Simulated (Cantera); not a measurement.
An adiabatic, constant-pressure homogeneous reactor starts with CH4 : O2 : N2 = 1 : 1.11 : 10.4 (molar parts), equivalence ratio 1.8, at 1700 K and 1.00 atm.

Model: GRI-Mech 3.0 (53 species, 325 reactions), integrated in Cantera.

x: mole fraction; the columns are a selection and need not sum to one.

| t (s) | T (K) | x CH4 | x O2 | x C2H | x O | x CO | x NO |
|---|---|---|---|---|---|---|---|
| 5.00e-6 | 1700 | 0.0799 | 0.0887 | <1e-12 | 6.69e-8 | 8.68e-10 | <1e-12 |
| 1.24e-5 | 1700 | 0.0799 | 0.0887 | <1e-12 | 8.71e-8 | 9.74e-9 | <1e-12 |
| 3.10e-5 | 1700 | 0.0798 | 0.0887 | <1e-12 | 1.47e-7 | 1.53e-7 | <1e-12 |
| 7.70e-5 | 1699 | 0.0796 | 0.0886 | <1e-12 | (withheld) | (withheld) | 4.01e-12 |
| 0.000192 | 1701 | 0.0780 | 0.0879 | 1.09e-11 | 1.28e-6 | 0.000144 | 3.24e-11 |
| 0.000477 | 1995 | 0.0153 | 0.0357 | 3.83e-6 | 0.000128 | 0.0358 | 5.40e-7 |
| 0.00119 | 2335 | 6.28e-11 | 1.88e-5 | <1e-12 | 3.99e-5 | 0.0621 | 0.000203 |
| 0.00295 | 2343 | 1.70e-12 | 1.16e-5 | <1e-12 | 2.47e-5 | 0.0622 | 0.000206 |
| 0.00734 | 2346 | 1.74e-12 | 9.30e-6 | <1e-12 | 1.99e-5 | 0.0623 | 0.000189 |
| 0.0183 | 2346 | 1.74e-12 | 9.19e-6 | <1e-12 | 1.96e-5 | 0.0623 | (withheld) |
| 0.0454 | 2347 | 1.71e-12 | 9.22e-6 | <1e-12 | 1.97e-5 | 0.0623 | 0.000129 |
| 0.113 | 2347 | 1.70e-12 | 9.23e-6 | <1e-12 | 1.97e-5 | 0.0623 | 0.000115 |
| 0.281 | 2347 | 1.70e-12 | 9.23e-6 | <1e-12 | 1.97e-5 | 0.0623 | 0.000114 |
| 0.700 | 2347 | 1.70e-12 | 9.23e-6 | <1e-12 | 1.97e-5 | 0.0623 | 0.000114 |

Problem. What belongs in the gaps?

Solution. 
- 7.70e-5, x O: 3.45e-7
- 7.70e-5, x CO: 3.72e-6
- 0.0183, x NO: 0.000160
